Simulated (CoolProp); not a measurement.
Vapour-liquid equilibrium of n-hexane (1) + n-decane (2) at 442.4 K; x and y are mole fractions of (1).

Values from CoolProp's multi-fluid Helmholtz-energy mixture model, Thol 2019 and Lemmon 2006; pair parameters Kunz 2012.

Q: Give the bubble pressure and the first vapour's composition at x = 0.275, 0.425, 0.8. Is there an azeotrope?

A: x = 0.275: 311.4 kPa, y = 0.764; x = 0.425: 447.2 kPa, y = 0.860; x = 0.8: 835.6 kPa, y = 0.968. No azeotrope shows between x = 0.05 and 0.95.

Pair parameters are fitted to limited data, so mixtures are less certain than the pure fluids.
